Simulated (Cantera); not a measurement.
Input (Python, Cantera):

```python
import numpy as np
import cantera as ct

gas = ct.Solution("gri30.yaml")
gas.TPX = 2025, 2700, {'NO': 1, 'N2': 1.8}
inlet = ct.Reservoir(gas, clone=True)

reactor = ct.IdealGasConstPressureReactor(gas, energy="off", clone=False)
exhaust = ct.Reservoir(gas, clone=True)
tau = [8.9, 3.8, 1.6, 0.68, 0.29, 0.12, 0.052, 0.022, 0.0093][0]
for a, b in ((inlet, reactor), (reactor, exhaust)):
    ct.MassFlowController(a, b, mdot=lambda t: reactor.mass / tau)
net = ct.ReactorNet([reactor])
show = ['NO', 'O', 'NO2', 'N2O', 'O2']

rows = []
print(f"{'tau/s':>10s}{'T/K':>9s}" + "".join(f"{s:>11s}" for s in show))
for tau in [8.9, 3.8, 1.6, 0.68, 0.29, 0.12, 0.052, 0.022, 0.0093]:
    net.initial_time = 0.0
    net.advance(30 * tau)
    before = gas.X
    net.advance(40 * tau)
    drift = np.max(np.abs(gas.X - before) / (gas.X + 1e-9))
    rows.append([gas.T, *gas[show].X, drift])
    print(f"{tau:10.3e}{gas.T:9.1f}" + "".join(f"{x:11.3e}" for x in gas[show].X))
```

It prints:

```
     tau/s      T/K         NO          O        NO2        N2O         O2
 8.900e+00   2025.0  1.564e-01  1.599e-03  2.896e-05  7.274e-06  9.940e-02
 3.800e+00   2025.0  2.405e-01  1.262e-03  3.370e-05  1.860e-05  5.754e-02
 1.600e+00   2025.0  3.068e-01  9.029e-04  2.841e-05  3.319e-05  2.461e-02
 6.800e-01   2025.0  3.379e-01  6.553e-04  2.057e-05  4.293e-05  9.174e-03
 2.900e-01   2025.0  3.499e-01  5.070e-04  1.529e-05  4.717e-05  3.309e-03
 1.200e-01   2025.0  3.545e-01  3.893e-04  1.171e-05  4.777e-05  1.070e-03
 5.200e-02   2025.0  3.562e-01  2.686e-04  8.492e-06  4.491e-05  3.061e-04
 2.200e-02   2025.0  3.568e-01  1.429e-04  4.825e-06  3.719e-05  6.253e-05
 9.300e-03   2025.0  3.570e-01  5.940e-05  1.968e-06  2.544e-05  9.947e-06
```

Computed with Cantera and GRI-Mech 3.0 (53 species, 325 reactions). Radical loss at walls, strong at low pressure, is not modelled.
